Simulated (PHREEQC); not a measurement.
0.64 g of hydrous ferric oxide (600 m²/g; 0.2 weak and 0.005 strong sites per Fe, Dzombak-Morel constants, diffuse double layer) in 1 kg of water with 0.3 mol/kgw of an inert sodium salt and 0.00012 mol/kgw NaF, at 25 °C; the pH is set by adding NaOH or the inert anion's acid. O2 is buffered at 0.21 atm. No CO2 enters from the air. Precipitation was switched off in this run.

Model: ion-association model, wateq4f.dat, run in PHREEQC.

```json
[
 {"pH": "3", "F sorbed (%)": "58.8", "surface charge σ (C/m²)": "0.350", "surface potential ψ (mV)": "123"},
 {"pH": "3.5", "F sorbed (%)": "___", "surface charge σ (C/m²)": "0.343", "surface potential ψ (mV)": "122"},
 {"pH": "4", "F sorbed (%)": "69.0", "surface charge σ (C/m²)": "0.330", "surface potential ψ (mV)": "120"},
 {"pH": "4.5", "F sorbed (%)": "67.3", "surface charge σ (C/m²)": "0.302", "surface potential ψ (mV)": "___"},
 {"pH": "5", "F sorbed (%)": "61.9", "surface charge σ (C/m²)": "___", "surface potential ψ (mV)": "107"},
 {"pH": "5.5", "F sorbed (%)": "___", "surface charge σ (C/m²)": "0.201", "surface potential ψ (mV)": "95"},
 {"pH": "6", "F sorbed (%)": "39.9", "surface charge σ (C/m²)": "0.148", "surface potential ψ (mV)": "81"},
 {"pH": "6.5", "F sorbed (%)": "26.6", "surface charge σ (C/m²)": "___", "surface potential ψ (mV)": "64"},
 {"pH": "7", "F sorbed (%)": "15.3", "surface charge σ (C/m²)": "0.065", "surface potential ψ (mV)": "46"},
 {"pH": "7.5", "F sorbed (%)": "7.7", "surface charge σ (C/m²)": "0.033", "surface potential ψ (mV)": "26"},
 {"pH": "8", "F sorbed (%)": "3.5", "surface charge σ (C/m²)": "0.006", "surface potential ψ (mV)": "5"},
 {"pH": "8.5", "F sorbed (%)": "1.5", "surface charge σ (C/m²)": "___", "surface potential ψ (mV)": "-17"},
 {"pH": "9", "F sorbed (%)": "0.6", "surface charge σ (C/m²)": "-0.051", "surface potential ψ (mV)": "-38"}
]
```

Question: Complete the blanks.

Answer: 
- 3.5, F sorbed (%): 66.8
- 4.5, surface potential ψ (mV): 116
- 5, surface charge σ (C/m²): 0.256
- 5.5, F sorbed (%): 52.5
- 6.5, surface charge σ (C/m²): 0.102
- 8.5, surface charge σ (C/m²): -0.021

Complexes and solids missing from the database can't appear. The oxide is taken as insoluble; below pH 4 it would dissolve.
